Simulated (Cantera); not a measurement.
# Roasting and sulfation: Fe2O3 + SO3 + N2

Feed: 1 mol Fe2O3, 0.16 mol SO3, 13 mol N2, at 1077 °C and 0.190 bar.

Equilibrium computed with Cantera from the NASA thermochemical tables; the gas is ideal and each condensed phase is pure. Candidate condensed phases: Fe, FeO, FeS, FeSO4, FeS2, Fe2O3, Fe2(SO4)3, Fe3O4, S; 19 gas species. Equilibrium is a limit: real reactors are often held back by kinetics, nucleation or transport.

The x(N2) is 0.982. The x(SO2) comes out as 0.0120. The x(O2) comes out as 0.00597, the x(NO) is 0.000102 and the x(SO3) is 3.56e-5. The n(Fe2O3(s)) comes out as 1.00 mol, the gas amount is 13.24 mol and the log10 activity of Fe(γ) (absent) is -6.98. The log10 activity of S(l) (absent) is -10.90.
